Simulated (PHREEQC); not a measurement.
Consider water at 75 °C with 0.0014 mol HF, 0.00044 mol LiBr, 4e-05 mol Cu(NO3)2 and 0.0076 mol NaNO3 per kg of water. Closed to the air; pH follows from the charge balance.

Model: ion-association model, phreeqc.dat, run in PHREEQC.

No solid was allowed to form.

Task: Estimate the pH, specific conductance.

Result: pH 3.32; specific conductance 2610 µS/cm.

Task: In which forms is F present?

Result: HF 63 %, F- 37 % of the F.

Complexes and solids missing from the database can't appear. Constants without temperature data keep their 25 °C values here.
